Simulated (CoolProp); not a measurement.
Carbonyl sulfide at 293.15 K and 0.432 MPa is compressed adiabatically to 1.11 MPa with isentropic efficiency 0.8. Each further row changes one setting.

Computed with CoolProp (reference Helmholtz-energy equation of state, Lemmon 2006). It is a short technical equation, of lower accuracy than the large ones.

```tsv
case	work (kJ/kg)	final temperature (K)	final density (kg/m³)
as stated	49.5	367.9	23.4
efficiency 1	39.6	355.7	24.4
efficiency 0.65	60.9	382.1	22.3
```
